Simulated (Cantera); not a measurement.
Source: NASA polynomial tables (part measured, part estimated), evaluated in Cantera. Values are per mole of reaction as written; species without (g) are pure solids or liquids, kept so even where they would boil at 1 bar.

Question: Between 1050 and 1500 K, where is each reaction favourable under standard conditions?
- H2(g) + PbS ⇌ H2S(g) + Pb(g)
- S2(g) + 2 Pb(g) ⇌ 2 PbS

Answer: 
- H2(g) + PbS ⇌ H2S(g) + Pb(g): ΔG° is 119 kJ at 1050 K and 63 kJ at 1500 K; it stays positive (K < 1). ΔH° is 228 kJ and ΔS° 110 J/K at 1500 K.
- S2(g) + 2 Pb(g) ⇌ 2 PbS: ΔG° is -314 kJ at 1050 K and -158 kJ at 1500 K; it stays negative (K > 1). ΔH° is -638 kJ and ΔS° -320 J/K at 1500 K.
